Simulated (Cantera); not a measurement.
Input (Python, Cantera):

```python
import numpy as np
import cantera as ct

gas = ct.Solution("h2o2.yaml")
gas.TPX = 900, 520, {'H2': 0.057, 'O2': 1}
inlet = ct.Reservoir(gas, clone=True)

reactor = ct.IdealGasConstPressureReactor(gas, energy="off", clone=False)
exhaust = ct.Reservoir(gas, clone=True)
tau = [25, 10, 4.4, 1.8, 0.76, 0.32, 0.13, 0.055, 0.023, 0.0096, 0.004][0]
for a, b in ((inlet, reactor), (reactor, exhaust)):
    ct.MassFlowController(a, b, mdot=lambda t: reactor.mass / tau)
net = ct.ReactorNet([reactor])
show = ['H2', 'O2', 'O', 'H', 'H2O2', 'H2O', 'OH']

rows = []
print(f"{'tau/s':>10s}{'T/K':>9s}" + "".join(f"{s:>11s}" for s in show))
for tau in [25, 10, 4.4, 1.8, 0.76, 0.32, 0.13, 0.055, 0.023, 0.0096, 0.004]:
    net.initial_time = 0.0
    net.advance(30 * tau)
    before = gas.X
    net.advance(40 * tau)
    drift = np.max(np.abs(gas.X - before) / (gas.X + 1e-9))
    rows.append([gas.T, *gas[show].X, drift])
    print(f"{tau:10.3e}{gas.T:9.1f}" + "".join(f"{x:11.3e}" for x in gas[show].X))
```

Result:

```
     tau/s      T/K         H2         O2          O          H       H2O2        H2O         OH
 2.500e+01    900.0  2.236e-04  9.442e-01  3.518e-04  3.073e-05  3.118e-08  5.510e-02  1.271e-04
 1.000e+01    900.0  3.764e-04  9.439e-01  6.125e-04  7.621e-05  3.704e-08  5.488e-02  1.812e-04
 4.400e+00    900.0  5.957e-04  9.434e-01  9.899e-04  1.711e-04  4.313e-08  5.456e-02  2.519e-04
 1.800e+00    900.0  9.779e-04  9.427e-01  1.636e-03  4.083e-04  5.063e-08  5.396e-02  3.637e-04
 7.600e-01    900.0  1.577e-03  9.414e-01  2.597e-03  9.274e-04  5.836e-08  5.296e-02  5.202e-04
 3.200e-01    900.0  2.557e-03  9.395e-01  4.000e-03  2.038e-03  6.593e-08  5.120e-02  7.399e-04
 1.300e-01    900.0  4.268e-03  9.364e-01  5.940e-03  4.295e-03  7.294e-08  4.801e-02  1.043e-03
 5.500e-02    900.0  7.061e-03  9.329e-01  7.903e-03  7.673e-03  7.902e-08  4.308e-02  1.381e-03
 2.300e-02    900.0  1.202e-02  9.302e-01  9.065e-03  1.111e-02  8.585e-08  3.592e-02  1.698e-03
 9.600e-03    900.0  2.090e-02  9.308e-01  8.349e-03  1.170e-02  9.158e-08  2.643e-02  1.827e-03
 4.000e-03    900.0  3.545e-02  9.363e-01  5.389e-03  7.279e-03  7.865e-08  1.414e-02  1.469e-03
```

Detailed kinetics in Cantera: the H2/O2 subset of GRI-Mech 3.0, which has no nitrogen chemistry. Radical loss at walls, strong at low pressure, is not modelled. Below about 950 K walls govern HO2 and H2O2 in real vessels. The temperature is held fixed by assumption; the heat of reaction is taken as removed at once.
